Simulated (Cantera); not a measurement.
Standard-state values (1 bar) from the NASA 1993 polynomials, evaluated with Cantera. Values are per mole of reaction as written; species without (g) are pure solids or liquids, kept so even where they would boil at 1 bar. TaC: taken at fixed stoichiometry.

Between 1573 and 2073 K, where is each reaction favourable under standard conditions?
- C₂H₂(g) + 2 Ta → 2 H(g) + 2 TaC


- C₂H₂(g) + 2 Ta → 2 H(g) + 2 TaC: ΔG° is -157 kJ at 1573 K and -191 kJ at 2073 K; it stays negative (K > 1). ΔH° is -46 kJ and ΔS° 70 J/K at 2073 K.
